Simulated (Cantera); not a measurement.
A closed system holds: 1 mol Mg(OH)2, 0.076 mol H2, 15 mol O2, at 0.00133 bar.

Equilibrium computed with Cantera from the NASA thermochemical tables; the gas is ideal and each condensed phase is pure. Candidate condensed phases: H2O, Mg, MgO, Mg(OH)2; 15 gas species. Equilibrium is a limit: real reactors are often held back by kinetics, nucleation or transport.

Q: At 1650 °C, list the 4 most abundant gas species with their mole fractions, and the condensed phases.

A: O2 0.920, H2O 0.0620, O 0.00950, OH 0.00824. Condensed: MgO(s).
